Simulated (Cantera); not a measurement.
Mixture: 16.4 % CH4, 16.0 % O2, 67.6 % N2, at 11.0 bar, adiabatic and at constant volume. Ignition delay is the time to a rise of 400 K.

Detailed kinetics in Cantera: GRI-Mech 3.0 (53 species, 325 reactions).

### Question
Predict: delay at 1250 K; delay at 1400 K; delay at 1550 K; delay at 1700 K; delay at 1850 K; apparent activation energy between 1700 and 1850 K.

### Answer
| Quantity | Result |
|---|---|
| delay at 1250 K | 3.56 ms |
| delay at 1400 K | 0.673 ms |
| delay at 1550 K | 0.150 ms |
| delay at 1700 K | 38.7 µs |
| delay at 1850 K | 12.1 µs |
| apparent activation energy between 1700 and 1850 K | 200 kJ/mol |
